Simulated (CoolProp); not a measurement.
A Linde-Hampson liquefier for nitrogen: isothermal reversible compression at 250 K from 1 atm to 5 MPa, throttling to 1 atm, return gas leaving the recuperator 2 K below the feed. Each further row changes one setting.

Computed with CoolProp (reference Helmholtz-energy equation of state, Span 2000).

```json
[
 {"case": "as stated", "liquid yield per pass": "?", "compression work (kJ/kg of gas)": "287"},
 {"case": "high pressure 10 MPa", "liquid yield per pass": "?", "compression work (kJ/kg of gas)": "?"},
 {"case": "warm-end temperature 280 K", "liquid yield per pass": "?", "compression work (kJ/kg of gas)": "?"},
 {"case": "warm-end gap 7 K", "liquid yield per pass": "?", "compression work (kJ/kg of gas)": "287"}
]
```

### Question
Complete the blanks.

### Answer

- as stated, liquid yield per pass: 0.035
- high pressure 10 MPa, liquid yield per pass: 0.072
- high pressure 10 MPa, compression work (kJ/kg of gas): 336
- warm-end temperature 280 K, liquid yield per pass: 0.024
- warm-end temperature 280 K, compression work (kJ/kg of gas): 323
- warm-end gap 7 K, liquid yield per pass: 0.021
